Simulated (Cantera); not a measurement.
A Cantera script and what it prints.

```python
import numpy as np
import cantera as ct

gas_names = """
    CL CL2 H HCL H2 N NH NH2 NH3 N2 N2H2 N2H4 Si SiCL SiCL2 SiCL3 SiCL4 SiH SiHCL3 SiH2 SiH2CL2 SiH3
    SiH3CL SiH4 SiN Si2 Si2N Si3
""".split()
cond_names = """
    NH4CL(a) NH4CL(b) Si(cr) Si(L) Si3N4(a)
""".split()


# ... load() reads the species with a 1 bar reference pressure and builds the phases ...
atoms = {
    'SiHCl3': {'Si': 1, 'H': 1, 'CL': 3},
    'HCl': {'H': 1, 'CL': 1},
    'N2': {'N': 2},
}
top_T = {'Si3N4(a)': 2400}  # K; cautious upper limits of use, not melting points


# ... equilibrate(T, P, feed) seeds the gas with the atoms and calls Mixture.equilibrate('TP', solver="vcs", rtol=1e-11, max_steps=5000) ...
results = []
feed = {'SiHCl3': 1, 'HCl': 0.2, 'N2': 9.8}  # mol
T = 1323  # K
P = 13332.2  # Pa
mix = equilibrate(T, P, feed)
results.append((T, P, feed, dict(zip(mix.species_names, mix.species_moles))))
x = sorted(zip(gas.X, gas.species_names), reverse=True)
print(f"T = {T:g} K  P = {P:g} Pa  gas = {mix.phase_moles(0):.4g} mol")
print("   x: " + "  ".join(f"{s} {v:.3e}" for v, s in x if v > 0.001))
print("   condensed (mol): " + ("  ".join(f"{mix.phase(i).name} {mix.phase_moles(i):.4g}"
      for i in range(1, mix.n_phases) if mix.phase_moles(i) > 1e-12) or "none"))
```

It prints:

```
T = 1323 K  P = 13332.2 Pa  gas = 11.17 mol
   x: N2 8.514e-01  HCL 8.853e-02  SiCL4 4.674e-02  H2 9.322e-03  SiCL3 2.798e-03
   condensed (mol): Si3N4(a) 0.1445
```

Equilibrium computed with Cantera from the NASA thermochemical tables; the gas is ideal and each condensed phase is pure. N2 is the only nitrogen source here; it is nearly inert below about 1500 K, so the nitride shown seldom forms there in practice. The tables' values for SiCl3 are old estimates; treat these amounts as uncertain.
